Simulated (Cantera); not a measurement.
Charge: 1 mol CuF2, 0.37 mol H2, held at 930 Pa.

Method: chemical equilibrium by Gibbs-energy minimisation in Cantera with the NASA 1993 tables (ideal gas, pure condensed phases). Candidate condensed phases: Cu, CuF2; 15 gas species. Mutual solubility and eutectic melting of coexisting phases are not modelled. Kinetics and transport are ignored.

Which condensed phases are stable at each of these points (T (K)): 648, 748, 848, 948, 1048, 1148, 1248, 1348, 1448, 1548?


```csv
T (K),condensed phases,Cu condensed (%)
648,Cu(s) + CuF2(s),100.0
748,Cu(s) + CuF2(s),100.0
848,Cu(s) + CuF2(s),100.0
948,Cu(s) + CuF2(s),100.0
1048,Cu(s) + CuF2(s),99.2
1148,Cu(s) + CuF2(l),91.3
1248,Cu(s),11.9
1348,gas only,0.0
1448,gas only,0.0
1548,gas only,0.0
```

From 648 K to 1048 K the condensed part is Cu(s) + CuF2(s). At 1148 K the condensed part is Cu(s) + CuF2(l). At 1248 K the condensed part is Cu(s). From 1348 K to 1548 K nothing is condensed.
